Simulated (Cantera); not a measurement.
What does this Cantera script print?

```python
import numpy as np
import cantera as ct

gas = ct.Solution("gri30.yaml")
gas.TPX = 673, 770000, {'CH4': 1, 'O2': 1.54, 'N2': 5.78, 'H2': 0.1}
flame = ct.FreeFlame(gas, width=0.0096)
flame.set_refine_criteria(ratio=3, slope=0.08, curve=0.16)
flame.transport_model = "mixture-averaged"
flame.solve(loglevel=0, auto=True)
z, T = flame.grid, flame.T
thick = (T[-1] - T[0]) / np.gradient(T, z).max()
show = ['CH4', 'O2', 'HCN', 'CO', 'CH2O', 'H2']
print(f"laminar burning velocity  {flame.velocity[0] * 100:.3f} cm/s")
print(f"burnt temperature         {T[-1]:.1f} K")
print(f"thermal thickness         {thick * 1e3:.4f} mm")
print(f"grid points               {len(z)}")
z0 = z[flame.heat_release_rate.argmax()]
print(f"{'z/mm':>9s}{'T/K':>9s}{'u/(m/s)':>9s}" + "".join(f"{s:>11s}" for s in show))
rows = []
for k in (-3, -2, -1.5, -1, -0.5, -0.25, 0, 0.25, 0.5, 1, 2, 4, 8):
    zz = z0 + k * thick
    rows.append([k * thick, np.interp(zz, z, T), np.interp(zz, z, flame.velocity),
                 *(np.interp(zz, z, flame.X[gas.species_index(s)]) for s in show)])
    print(f"{rows[-1][0] * 1e3:9.3f}{rows[-1][1]:9.1f}{rows[-1][2]:9.3f}" + "".join(f"{x:11.3e}" for x in rows[-1][3:]))
```

It prints:

```
laminar burning velocity  54.284 cm/s
burnt temperature         2314.3 K
thermal thickness         0.0955 mm
grid points               133
     z/mm      T/K  u/(m/s)        CH4         O2        HCN         CO       CH2O         H2
   -0.287    674.3    0.545  1.183e-01  1.823e-01  2.787e-09  2.386e-05  8.033e-07  1.452e-02
   -0.191    682.1    0.554  1.172e-01  1.812e-01  2.965e-08  1.972e-04  8.461e-06  1.799e-02
   -0.143    707.8    0.577  1.147e-01  1.787e-01  1.621e-07  8.617e-04  4.556e-05  2.178e-02
   -0.096    831.0    0.684  1.048e-01  1.679e-01  1.185e-06  4.729e-03  3.164e-04  2.821e-02
   -0.048   1291.0    1.082  6.939e-02  1.219e-01  7.771e-06  2.365e-02  1.403e-03  3.733e-02
   -0.024   1683.2    1.427  3.809e-02  7.688e-02  1.659e-05  4.372e-02  1.235e-03  4.217e-02
    0.000   2035.1    1.741  1.151e-02  3.196e-02  3.214e-05  6.321e-02  4.437e-04  4.517e-02
    0.024   2205.7    1.890  2.275e-03  9.351e-03  4.870e-05  6.998e-02  1.271e-04  4.572e-02
    0.048   2260.9    1.935  5.237e-04  2.578e-03  5.023e-05  6.953e-02  3.529e-05  4.637e-02
    0.096   2288.9    1.954  6.110e-05  2.922e-04  3.598e-05  6.736e-02  3.802e-06  4.773e-02
    0.191   2302.4    1.964  4.505e-06  4.415e-05  1.799e-05  6.641e-02  2.120e-07  4.859e-02
    0.382   2310.3    1.970  2.684e-07  1.861e-05  6.857e-06  6.640e-02  1.823e-08  4.882e-02
    0.764   2313.6    1.973  1.147e-08  1.127e-05  1.885e-06  6.646e-02  1.030e-08  4.887e-02
```

Computed with Cantera and GRI-Mech 3.0 (53 species, 325 reactions). Burning velocities carry a grid error of a few per cent, more on coarse grids.
